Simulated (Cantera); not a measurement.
Aluminium and copper etching: Al + Br2

A closed system holds: 1 mol Al, 1.4 mol Br2, at 22.0 Pa.

Cantera equilibrium calculation (NASA polynomials, part measured and part estimated; ideal gas, pure solids and liquids). Candidate condensed phases: Al, AlBr3, Br2; 7 gas species. Rates play no part.

```json
[
 {"T (K)": "650", "x AlBr3": "0.991", "x AlBr": "3.36e-5", "x Al2Br6": "0.00932", "x Br": "<1e-12", "x Al": "<1e-12", "x Br2": "<1e-12", "n Al(s)": "0.0666"},
 {"T (K)": "700", "x AlBr3": "0.998", "x AlBr": "0.000244", "x Al2Br6": "0.00221", "x Br": "<1e-12", "x Al": "<1e-12", "x Br2": "<1e-12", "n Al(s)": "0.0665"},
 {"T (K)": "750", "x AlBr3": "0.998", "x AlBr": "0.00135", "x Al2Br6": "0.000634", "x Br": "5.31e-12", "x Al": "<1e-12", "x Br2": "<1e-12", "n Al(s)": "0.0658"},
 {"T (K)": "800", "x AlBr3": "0.994", "x AlBr": "0.00601", "x Al2Br6": "0.000212", "x Br": "6.51e-11", "x Al": "1.42e-11", "x Br2": "<1e-12", "n Al(s)": "0.0629"},
 {"T (K)": "850", "x AlBr3": "0.978", "x AlBr": "0.0222", "x Al2Br6": "7.95e-5", "x Br": "5.94e-10", "x Al": "2.54e-10", "x Br2": "<1e-12", "n Al(s)": "0.0526"},
 {"T (K)": "900", "x AlBr3": "0.930", "x AlBr": "0.0698", "x Al2Br6": "3.11e-5", "x Br": "4.19e-9", "x Al": "3.29e-9", "x Br2": "<1e-12", "n Al(s)": "0.0211"},
 {"T (K)": "950", "x AlBr3": "0.900", "x AlBr": "0.100", "x Al2Br6": "1.38e-5", "x Br": "3.38e-8", "x Al": "1.19e-8", "x Br2": "<1e-12", "n Al(s)": "0"},
 {"T (K)": "1000", "x AlBr3": "0.900", "x AlBr": "0.100", "x Al2Br6": "7.12e-6", "x Br": "2.63e-7", "x Al": "2.31e-8", "x Br2": "<1e-12", "n Al(s)": "0"},
 {"T (K)": "1050", "x AlBr3": "0.900", "x AlBr": "0.100", "x Al2Br6": "3.92e-6", "x Br": "1.69e-6", "x Al": "4.21e-8", "x Br2": "6.21e-12", "n Al(s)": "0"},
 {"T (K)": "1100", "x AlBr3": "0.900", "x AlBr": "0.100", "x Al2Br6": "2.29e-6", "x Br": "9.15e-6", "x Al": "7.26e-8", "x Br2": "6.55e-11", "n Al(s)": "0"},
 {"T (K)": "1150", "x AlBr3": "0.900", "x AlBr": "0.100", "x Al2Br6": "1.41e-6", "x Br": "4.28e-5", "x Al": "1.20e-7", "x Br2": "5.62e-10", "n Al(s)": "0"},
 {"T (K)": "1200", "x AlBr3": "0.900", "x AlBr": "0.100", "x Al2Br6": "9.05e-7", "x Br": "0.000176", "x Al": "1.90e-7", "x Br2": "4.02e-9", "n Al(s)": "0"},
 {"T (K)": "1250", "x AlBr3": "0.899", "x AlBr": "0.100", "x Al2Br6": "6.03e-7", "x Br": "0.000644", "x Al": "2.91e-7", "x Br2": "2.45e-8", "n Al(s)": "0"}
]
```
x: gas mole fraction; n: condensed amount in mol.

From 650 K to 900 K the condensed part is Al(s). From 950 K to 1250 K nothing is condensed. The main Al-bearing gas is AlBr3 throughout.
